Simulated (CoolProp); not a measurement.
C3F8 (R218) at several states: density (kg/m³) from the reference equation and from simpler models built on Tc = 71.9 °C, pc = 2640 kPa, ω = 0.317; each cubic takes its own stable root.

Model: reference Helmholtz-energy equation of state, Lemmon 2006, in CoolProp. It is a short technical equation, of lower accuracy than the large ones.

| T (°C) | p (kPa) | phase | reference | van der Waals | Peng-Robinson |
|---|---|---|---|---|---|
| 99.25 | 40 | gas | 2.438 | 2.438 | 2.440 |
| 108.25 | 1350 | gas | 91.88 | 92.22 | 93.67 |
| 35.05 | 1370 | liquid | 1266 | ___ | ___ |
| 124.55 | 514 | gas | 30.42 | 30.51 | 30.64 |
| -136.55 | 246 | liquid | 1969 | 1197 | 2034 |
| -96.45 | 288 | liquid | ___ | 1128 | ___ |

Question: Some entries are withheld; supply them.

Answer: 
- 35.05, van der Waals: 136.4
- 35.05, Peng-Robinson: 1279
- -96.45, reference: 1829
- -96.45, Peng-Robinson: 1937

At some of these states van der Waals gives the other phase, because its saturation line lies elsewhere.
